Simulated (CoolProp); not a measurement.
n-perfluoropentane at several states: Z from the reference equation and from simpler models built on Tc = 421.0 K, pc = 20.63 bar, ω = 0.436; each cubic takes its own stable root.

The numbers come from the reference Helmholtz-energy equation of state, Gao 2022 in CoolProp.

```
T (K)  p (bar)   phase  reference
-----  -------  ------  ---------
302.4     31.1  liquid     0.2216
406.9     2.02     gas     0.9613
389.8     36.9  liquid     0.2570
488.1     8.09     gas     0.9202
225.5     0.16  liquid   0.001348
200       37.5  liquid     0.3409
```

Task: How far does each simpler model (van der Waals, Redlich-Kwong, Soave-Redlich-Kwong, Peng-Robinson) lie from the reference over these 6 states: mean and median of the absolute difference, and the worst?

Result: 
- van der Waals: mean 12257.0 %, median 55.4 %, worst +73364.4 % at 225.5 K and 0.16 bar
- Redlich-Kwong: mean 9.2 %, median 12.7 %, worst +15.4 % at 389.8 K and 36.9 bar
- Soave-Redlich-Kwong: mean 5.7 %, median 7.3 %, worst +10.6 % at 389.8 K and 36.9 bar
- Peng-Robinson: mean 2.6 %, median 2.3 %, worst -5.6 % at 302.4 K and 31.1 bar

At some of these states van der Waals gives the other phase, because its saturation line lies elsewhere.
